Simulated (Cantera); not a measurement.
An adiabatic, constant-volume homogeneous reactor starts with 5.85 % CH₄, 19.8 % O₂, 74.3 % N₂, equivalence ratio 0.59, at 1548 K and 7.20 bar.

Cantera simulation using GRI-Mech 3.0 (53 species, 325 reactions); the numbers are that mechanism's predictions, not measurements.

### Question
Predict: time of steepest temperature rise; temperature at 3.00 s; equilibrium temperature; x(O₂) at 3.00 s; x(H₂O₂) at 3.00 s; x(NO) at 3.00 s; x(H) at 3.00 s; x(H₂) at 3.00 s.

### Answer
| Item | Result |
|---|---|
| time of steepest temperature rise | 0.125 ms |
| temperature at 3.00 s | 2796 K |
| equilibrium temperature | 2796 K |
| x(O₂) at 3.00 s | 0.0702 (gas-phase equilibrium 0.0702) |
| x(H₂O₂) at 3.00 s | 1.27e-6 (gas-phase equilibrium 1.27e-6) |
| x(NO) at 3.00 s | 0.0204 (gas-phase equilibrium 0.0204) |
| x(H) at 3.00 s | 0.00109 (gas-phase equilibrium 0.00109) |
| x(H₂) at 3.00 s | 0.00238 (gas-phase equilibrium 0.00238) |
